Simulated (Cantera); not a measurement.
Charge: 1 mol c-C₄F₈, 0.52 mol H₂, equilibrated at 2925 °C and 0.200 bar.

These are equilibrium values from Cantera (NASA tables, ideal gas, pure condensed phases), not measurements of a reactor. Candidate condensed phases: C, C₆H₆, C₇H₈, C₈H₁₈; 95 gas species. The feed counts by its element totals alone. Gases not in the tables: C₂F₆ and larger saturated fluorocarbons. Equilibrium is a limit: real reactors are often held back by kinetics, nucleation or transport.

Base state: F 0.576, CF₂ 0.161, HF 0.148, CF 0.0979, C₃ 0.0113, C 0.00148, C₂ 0.00119, CF₃ 0.00112 (mole fractions); condensed: C(graphite).

### Question
What changes in the equilibrium state with this change: c-C₄F₈ replaced by CH₃F?

### Answer
```
species             before     after
----------------  --------  --------
H                 0.000872     0.335
HF                   0.148     0.318
H₂                 1.95e-6     0.288
F                    0.576   0.00322
C₂H₂ (acetylene)   2.07e-7    0.0307
CF₂                  0.161   5.00e-6
CF                  0.0979  0.000546
C₃                  0.0113    0.0113
CF₃                0.00112     <1e-9
CF₄               0.000205     <1e-9
C₄H₂               9.23e-9   0.00136
C(graphite), mol      1.91     0.615
```
